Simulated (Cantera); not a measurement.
# Stirred combustor or abatement burner

A perfectly stirred reactor is fed with 17.4 % H2, 17.4 % O2, 65.3 % N2, equivalence ratio 0.50, at 3750 Torr; it is adiabatic with a 500 K inlet, and is followed from long to short residence time, starting on the burning branch (τ in s: 0.15, 0.042, 0.012, 0.0032, 0.00089, 0.00025, 6.8e-05, 1.9e-05, 5.2e-06).

Detailed kinetics in Cantera: GRI-Mech 3.0 (53 species, 325 reactions). The hydrogen kinetics of GRI-Mech 3.0 are dated; newer H2 mechanisms differ, most at raised pressure.

| τ (s) | T (K) | x H2 | x O2 | x N2O | x OH | x O | x NO2 |
|---|---|---|---|---|---|---|---|
| 0.15 | 1813 | 3.46e-5 | 0.0949 | 4.49e-7 | 0.000655 | 2.60e-5 | 9.80e-8 |
| 0.042 | 1812 | 6.92e-5 | 0.0948 | 6.69e-7 | 0.000812 | 4.07e-5 | 6.10e-8 |
| 0.012 | 1810 | 0.000153 | 0.0948 | 1.14e-6 | 0.00111 | 7.90e-5 | 5.87e-8 |
| 0.0032 | 1805 | 0.000363 | 0.0947 | 1.84e-6 | 0.00165 | 0.000179 | 6.38e-8 |
| 0.00089 | 1797 | 0.000843 | 0.0945 | 2.19e-6 | 0.00243 | 0.000413 | 5.53e-8 |
| 0.00025 | 1779 | 0.00193 | 0.0945 | 1.92e-6 | 0.00352 | 0.000943 | 3.91e-8 |
| 6.8e-5 | 1741 | 0.00450 | 0.0947 | 1.38e-6 | 0.00490 | 0.00208 | 2.96e-8 |
| 1.9e-5 | 1662 | 0.0105 | 0.0965 | 8.64e-7 | 0.00602 | 0.00392 | 2.40e-8 |
| 5.2e-6 | 1455 | 0.0364 | 0.109 | 2.93e-7 | 0.00468 | 0.00410 | 9.02e-9 |
x: mole fraction; the columns are a selection and need not sum to one.
